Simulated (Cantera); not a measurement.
Metals in furnace atmospheres: Ni + H₂S + N₂

Input: 1 mol Ni, 1.7 mol H₂S, 8.5 mol N₂, held at 1348 K.

These are equilibrium values from Cantera (NASA tables, ideal gas, pure condensed phases), not measurements of a reactor. Candidate condensed phases: Ni, NiS, NiS₂, Ni₃S₂, Ni₃S₄, S; 17 gas species. Kinetics and transport are ignored.

From 10.0 Pa to 30.0 bar the condensed part is Ni₃S₂(l).

```tsv
P (Pa)	x N₂	x H₂	x H₂S	x S₂	n Ni₃S₂(l)
10	0.794	0.156	0.00277	0.0465	0.333
41	0.795	0.153	0.00544	0.0452	0.333
160	0.797	0.149	0.0102	0.0430	0.333
670	0.801	0.141	0.0188	0.0390	0.333
2700	0.806	0.129	0.0317	0.0328	0.333
11000	0.813	0.113	0.0488	0.0248	0.333
45000	0.820	0.0964	0.0674	0.0160	0.333
180000	0.826	0.0818	0.0833	0.00847	0.333
740000	0.830	0.0720	0.0940	0.00340	0.333
3000000	0.832	0.0674	0.0990	0.00106	0.333
```
x: gas mole fraction; n: condensed amount in mol.
